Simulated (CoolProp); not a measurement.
Properties of octamethylcyclotetrasiloxane (D4) along the isotherm 346.85 °C.

Computed with CoolProp (reference Helmholtz-energy equation of state, Thol 2015).

```json
[
 {"p (kPa)": "2.13", "phase": "gas", "density (kg/m³)": "0.1226", "Joule-Thomson coefficient (K/MPa)": "(withheld)"},
 {"p (kPa)": "4.85", "phase": "gas", "density (kg/m³)": "0.2794", "Joule-Thomson coefficient (K/MPa)": "(withheld)"},
 {"p (kPa)": "11", "phase": "gas", "density (kg/m³)": "0.6344", "Joule-Thomson coefficient (K/MPa)": "7.036"},
 {"p (kPa)": "25.1", "phase": "gas", "density (kg/m³)": "1.452", "Joule-Thomson coefficient (K/MPa)": "7.069"},
 {"p (kPa)": "57.1", "phase": "gas", "density (kg/m³)": "3.326", "Joule-Thomson coefficient (K/MPa)": "(withheld)"},
 {"p (kPa)": "130", "phase": "gas", "density (kg/m³)": "(withheld)", "Joule-Thomson coefficient (K/MPa)": "7.325"},
 {"p (kPa)": "296", "phase": "gas", "density (kg/m³)": "18.21", "Joule-Thomson coefficient (K/MPa)": "(withheld)"},
 {"p (kPa)": "674", "phase": "gas", "density (kg/m³)": "45.96", "Joule-Thomson coefficient (K/MPa)": "9.112"}
]
```

### Question
Complete the blanks.

### Answer

- 2.13, Joule-Thomson coefficient (K/MPa): 7.016
- 4.85, Joule-Thomson coefficient (K/MPa): 7.022
- 57.1, Joule-Thomson coefficient (K/MPa): 7.145
- 130, density (kg/m³): 7.694
- 296, Joule-Thomson coefficient (K/MPa): 7.778
